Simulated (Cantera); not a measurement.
What does this Cantera script print?

```python
import numpy as np
import cantera as ct

gas_names = [...]  # 110 gases of nasa_gas.yaml made of C, H, O
cond_names = """
    C(gr) C6H6(L) C7H8(L) C8H18(L),n-octa H2O(s) H2O(L)
""".split()


# ... load() reads the species with a 1 bar reference pressure and builds the phases ...
atoms = {
    'C2H6': {'C': 2, 'H': 6},
    'H2O': {'H': 2, 'O': 1},
}
top_T = {'C(gr)': 4500}  # K; cautious upper limits of use, not melting points


# ... equilibrate(T, P, feed) seeds the gas with the atoms and calls Mixture.equilibrate('TP', solver="vcs", rtol=1e-11, max_steps=5000) ...
results = []
feed = {'C2H6': 1, 'H2O': 0.29}  # mol
T = 2100  # K
P = 133.322  # Pa
mix = equilibrate(T, P, feed)
results.append((T, P, feed, dict(zip(mix.species_names, mix.species_moles))))
x = sorted(zip(gas.X, gas.species_names), reverse=True)
print(f"T = {T:g} K  P = {P:g} Pa  gas = {mix.phase_moles(0):.4g} mol")
print("   x: " + "  ".join(f"{s} {v:.3e}" for v, s in x if v > 1e-06))
print("   condensed (mol): " + ("  ".join(f"{mix.phase(i).name} {mix.phase_moles(i):.4g}"
      for i in range(1, mix.n_phases) if mix.phase_moles(i) > 1e-12) or "none"))
```

It prints:

```
T = 2100 K  P = 133.322 Pa  gas = 3.726 mol
   x: H2 8.426e-01  H 7.833e-02  CO 7.783e-02  C2H2,acetylene 1.217e-03  C2H 2.926e-06
   condensed (mol): C(gr) 1.701
```

These are equilibrium values from Cantera (NASA tables, ideal gas, pure condensed phases), not measurements of a reactor.
